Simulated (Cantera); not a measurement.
A Cantera script and its output.

```python
import numpy as np
import cantera as ct

gas = ct.Solution("gri30.yaml")
gas.TPX = 2198, 160000, {'CH4': 1, 'CO2': 0.75, 'H2': 0.073}
reactor = ct.IdealGasConstPressureReactor(gas, energy="off", clone=False)
net = ct.ReactorNet([reactor])
net.rtol, net.atol = 1e-08, 1e-18
show = ['CH4', 'CO2', 'H2', 'CO', 'CH2CO', 'CH2O']
times = np.geomspace(8e-06, 5, 13)

steps = ct.SolutionArray(gas, extra=["t"])
rows = []
print(f"{'t/s':>10s}{'T/K':>9s}{'P/Pa':>11s}" + "".join(f"{s:>11s}" for s in show))
for t in times:
    while net.time < t:
        t_next = net.step()
        steps.append(gas.state, t=t_next)
    rows.append([np.interp(t, steps.t, y) for y in (steps.T, steps.P, *steps(*show).X.T)])
    print(f"{t:10.3e}{rows[-1][0]:9.1f}{rows[-1][1]:11.4g}" + "".join(f"{x:11.3e}" for x in rows[-1][2:]))
rate = np.gradient(steps.T, steps.t)
print("integrator steps:", len(steps.t))
if steps.T.max() > steps.T[0] + 200:
    print(f"time of steepest temperature rise: {steps.t[rate.argmax()]:.4e} s")
gas.TPX = 2198, 160000, {'CH4': 1, 'CO2': 0.75, 'H2': 0.073}
gas.equilibrate("TP")
print(f"equilibrium (TP): T = {gas.T:.1f} K  " + "  ".join(f"{s} {gas[s].X[0]:.3e}" for s in show))
```

Output:

```
       t/s      T/K       P/Pa        CH4        CO2         H2         CO      CH2CO       CH2O
 8.000e-06   2198.0    1.6e+05  3.545e-01  3.645e-01  1.760e-01  1.117e-02  5.298e-06  4.335e-04
 2.433e-05   2198.0    1.6e+05  1.584e-01  2.688e-01  3.543e-01  5.010e-02  6.608e-05  1.605e-04
 7.397e-05   2198.0    1.6e+05  5.602e-02  1.572e-01  3.921e-01  1.359e-01  1.598e-04  5.540e-05
 2.249e-04   2198.0    1.6e+05  1.633e-02  4.847e-02  3.614e-01  2.487e-01  2.358e-04  2.028e-05
 6.840e-04   2198.0    1.6e+05  1.059e-02  2.077e-02  4.019e-01  3.116e-01  1.425e-04  8.431e-06
 2.080e-03   2198.0    1.6e+05  7.272e-03  1.070e-02  4.676e-01  3.642e-01  5.007e-05  2.377e-06
 6.325e-03   2198.0    1.6e+05  3.825e-03  3.453e-03  5.167e-01  4.020e-01  1.178e-05  4.582e-07
 1.923e-02   2198.0    1.6e+05  1.431e-03  4.067e-04  5.386e-01  4.176e-01  1.776e-06  1.581e-07
 5.848e-02   2198.0    1.6e+05  6.279e-04  2.451e-06  5.420e-01  4.194e-01  4.165e-07  1.464e-07
 1.778e-01   2198.0    1.6e+05  6.194e-04  6.021e-07  5.420e-01  4.194e-01  4.072e-07  1.463e-07
 5.407e-01   2198.0    1.6e+05  6.194e-04  6.021e-07  5.420e-01  4.194e-01  4.072e-07  1.463e-07
 1.644e+00   2198.0    1.6e+05  6.194e-04  6.021e-07  5.420e-01  4.194e-01  4.072e-07  1.463e-07
 5.000e+00   2198.0    1.6e+05  6.194e-04  6.021e-07  5.420e-01  4.194e-01  4.072e-07  1.463e-07
integrator steps: 1734
equilibrium (TP): T = 2198.0 K  CH4 6.197e-04  CO2 6.045e-07  H2 5.420e-01  CO 4.194e-01  CH2CO 4.075e-07  CH2O 1.463e-07
```

Model: GRI-Mech 3.0 (53 species, 325 reactions), integrated in Cantera.
